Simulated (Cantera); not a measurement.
Cantera with NASA thermochemical tables; ideal gases at 1 bar, condensed phases pure. Values are per mole of reaction as written; species without (g) are pure solids or liquids, kept so even where they would boil at 1 bar.

Between 850 and 1100 K, where is each reaction favourable under standard conditions?
- 3 Cu(OH)2 + 6 HF(g) + 2 O3(g) ⇌ 3 CuF2(g) + 12 OH(g)
- Cu(OH)2 + CuF2 ⇌ Cu2O + H2O(g) + 2 F(g)


- 3 Cu(OH)2 + 6 HF(g) + 2 O3(g) ⇌ 3 CuF2(g) + 12 OH(g): ΔG° is 1408 kJ at 850 K and 1140 kJ at 1100 K; it stays positive (K < 1). ΔH° is 2304 kJ and ΔS° 1058 J/K at 1100 K.
- Cu(OH)2 + CuF2 ⇌ Cu2O + H2O(g) + 2 F(g): ΔG° is 394 kJ at 850 K and 300 kJ at 1100 K; it stays positive (K < 1). ΔH° is 706 kJ and ΔS° 368 J/K at 1100 K.
